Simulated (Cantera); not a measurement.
Cantera run, input and output.

```python
import numpy as np
import cantera as ct

gas = ct.Solution("gri30.yaml")


def delay(T, t_max=10):
    gas.TPX = T, 1000000, {'CH4': 1, 'O2': 4.76, 'N2': 17.9}
    reactor = ct.IdealGasConstPressureReactor(gas, clone=False)
    net = ct.ReactorNet([reactor])
    net.rtol, net.atol = 1e-8, 1e-16
    while net.time < t_max:
        t_old, T_old = net.time, reactor.T
        net.step()
        if reactor.T > T + 400:  # ignition: a rise of 400 K
            return t_old + (T + 400 - T_old) / (reactor.T - T_old) * (net.time - t_old)
    return np.nan


taus = []
for T in [1050, 1100, 1150, 1200, 1250, 1300]:
    taus.append(delay(T))
    print(f"T0 = {T:6g} K   tau = {taus[-1]:.4e} s")
```

Output:

```
T0 =   1050 K   tau = 2.8816e-02 s
T0 =   1100 K   tau = 1.3152e-02 s
T0 =   1150 K   tau = 6.4553e-03 s
T0 =   1200 K   tau = 3.3536e-03 s
T0 =   1250 K   tau = 1.8220e-03 s
T0 =   1300 K   tau = 1.0271e-03 s
```

Model: GRI-Mech 3.0 (53 species, 325 reactions), integrated in Cantera.
